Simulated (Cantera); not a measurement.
A perfectly stirred reactor is fed with NH3 : N2 = 1 : 2.2 (molar parts), at 285 Torr; it is held at 2050 K, and followed from long to short residence time.

Computed with Cantera and the gas-phase N/H chemistry of the illustrative SiF4/NH3 mechanism in the Surface Chemkin manual (1991). Walls and surfaces, which speed up NH3 decomposition in real reactors, are not modelled.

One state of this run: x NH3 = 0.285; x N = 4.24e-7; x NH = 1.24e-5; x H2 = 0.0312; x N2H4 = 8.24e-8; x N2H2 = 2.18e-6. x: mole fraction; the columns are a selection and need not sum to one.

Problem. Which value of τ (s) does it belong to?
A) 0.48
B) 0.27
C) 0.0050
D) 0.049

Solution. C, 0.0050
